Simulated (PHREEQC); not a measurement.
A solution holds 4.4 mol/kgw CaCl2 and 1.1 mol/kgw LiCl, at 25 °C. Closed to the air; pH follows from the charge balance.

Equilibrium calculation in PHREEQC: Pitzer model, pitzer.dat.

The ionic strength comes out as 14.3 mol/kgw. What activity coefficients do Cl-, Li+, Ca+2 get?

Cl- 0.87, Li+ 51, Ca+2 290. Single-ion values are on the MacInnes scale.

Precipitation was switched off in this run.
